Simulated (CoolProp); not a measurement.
A single-stage vapour-compression cycle with propylene: evaporating at 296.15 K (dew point), condensing at 334.15 K (bubble point), superheat 5 K, subcooling 0 K, compressor efficiency 0.9, no pressure losses. Each further row changes one setting.

Values from CoolProp's reference Helmholtz-energy equation of state, Lemmon 2013.

```json
[
 {"case": "as stated", "cooling COP": "5.10", "pressure ratio": "2.35", "discharge temperature (K)": "348.4", "refrigerating effect (kJ/kg)": "238", "volumetric capacity (kJ/m³)": "5330"},
 {"case": "evaporating temperature 301.15 K", "cooling COP": "6.12", "pressure ratio": "2.08", "discharge temperature (K)": "347.1", "refrigerating effect (kJ/kg)": "___", "volumetric capacity (kJ/m³)": "6160"},
 {"case": "condensing temperature 329.15 K", "cooling COP": "6.18", "pressure ratio": "2.12", "discharge temperature (K)": "342.3", "refrigerating effect (kJ/kg)": "254", "volumetric capacity (kJ/m³)": "5690"},
 {"case": "subcooling 5 K", "cooling COP": "5.46", "pressure ratio": "2.35", "discharge temperature (K)": "348.4", "refrigerating effect (kJ/kg)": "255", "volumetric capacity (kJ/m³)": "___"},
 {"case": "superheat 15 K", "cooling COP": "___", "pressure ratio": "2.35", "discharge temperature (K)": "357.6", "refrigerating effect (kJ/kg)": "257", "volumetric capacity (kJ/m³)": "5430"},
 {"case": "compressor efficiency 0.8", "cooling COP": "___", "pressure ratio": "2.35", "discharge temperature (K)": "350.8", "refrigerating effect (kJ/kg)": "238", "volumetric capacity (kJ/m³)": "5330"}
]
```

Problem. What belongs in the gaps?

Solution. 
- evaporating temperature 301.15 K, refrigerating effect (kJ/kg): 242
- subcooling 5 K, volumetric capacity (kJ/m³): 5710
- superheat 15 K, cooling COP: 5.17
- compressor efficiency 0.8, cooling COP: 4.54
